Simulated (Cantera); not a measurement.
## Fluorocarbon and chlorocarbon gases: C₂F₆ + Si

Charge: 1 mol C₂F₆, a varied amount of Si, at 2975 K and 1.00 bar.

Equilibrium computed with Cantera from the NASA thermochemical tables; the gas is ideal and each condensed phase is pure. Candidate condensed phases: C, Si, SiC; 23 gas species. The feed counts by its element totals alone. The tables' values for SiF₃, C₂F₄ are old estimates; treat these amounts as uncertain. Gases not in the tables: C₂F₆ and larger saturated fluorocarbons. Kinetics and transport are ignored.

From 0.077 mol Si to 0.2 mol Si nothing is condensed. From 0.27 mol Si to 0.52 mol Si the condensed part is C(graphite). The main Si-bearing gas is SiF₄ throughout.

| n(Si) (mol) | x CF₂ | x F | x SiF₄ | x CF₄ | x CF | x CF₃ | n C(graphite) |
|---|---|---|---|---|---|---|---|
| 0.077 | 0.487 | 0.360 | 0.0234 | 0.0774 | 0.0217 | 0.0297 | 0 |
| 0.11 | 0.501 | 0.341 | 0.0339 | 0.0713 | 0.0236 | 0.0289 | 0 |
| 0.15 | 0.517 | 0.317 | 0.0470 | 0.0638 | 0.0261 | 0.0277 | 0 |
| 0.2 | 0.537 | 0.287 | 0.0638 | 0.0543 | 0.0300 | 0.0261 | 0 |
| 0.27 | 0.527 | 0.278 | 0.0882 | 0.0497 | 0.0305 | 0.0247 | 0.0931 |
| 0.38 | 0.500 | 0.270 | 0.129 | 0.0448 | 0.0297 | 0.0229 | 0.265 |
| 0.52 | 0.463 | 0.260 | 0.186 | 0.0384 | 0.0285 | 0.0204 | 0.484 |
x: gas mole fraction; n: condensed amount in mol.
